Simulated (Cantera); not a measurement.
A closed system holds: 1 mol Si, 8.6 mol Cl2, equilibrated at 21.0 Torr.

Cantera equilibrium calculation (NASA polynomials, part measured and part estimated; ideal gas, pure solids and liquids). Candidate condensed phases: Si; 9 gas species. Rates play no part. All values below are at 1098 K.

Base state: Cl2 0.861, SiCl4 0.131, Cl 0.00820 (mole fractions); condensed: gas only.

What changes in the equilibrium state with this change: pressure from 21.0 Torr to 0.0135 Torr?


```csv
species,before,after
Cl2,0.861,0.613
Cl,0.00820,0.273
SiCl4,0.131,0.114
```
